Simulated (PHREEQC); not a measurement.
Dissolve 0.032 mol NaCl and 0.0013 mol FeCl2 per kg of water at 14 °C. Closed to the air; pH follows from the charge balance.

Computed with PHREEQC (ion-association model, phreeqc.dat).

pH: 6.51
ionic strength: 0.0358 mol/kgw
specific conductance: 2940 µS/cm

```json
[
 {"species": "Cl-", "molality": "0.0346", "activity": "0.0290", "log γ": "-0.077"},
 {"species": "Na+", "molality": "0.0320", "activity": "0.0271", "log γ": "-0.073"},
 {"species": "Fe+2", "molality": "0.00127", "activity": "0.000671", "log γ": "-0.277"},
 {"species": "FeCl+", "molality": "3.18e-5", "activity": "2.68e-5", "log γ": "-0.074"},
 {"species": "H+", "molality": "3.58e-7", "activity": "3.11e-7", "log γ": "-0.061"},
 {"species": "FeOH+", "molality": "3.42e-7", "activity": "2.90e-7", "log γ": "-0.072"},
 {"species": "OH-", "molality": "1.60e-8", "activity": "1.34e-8", "log γ": "-0.078"}
]
```

Precipitation was switched off in this run. Away from 25 °C the constants follow the database's enthalpies or fits; those with neither stay at their 25 °C values.
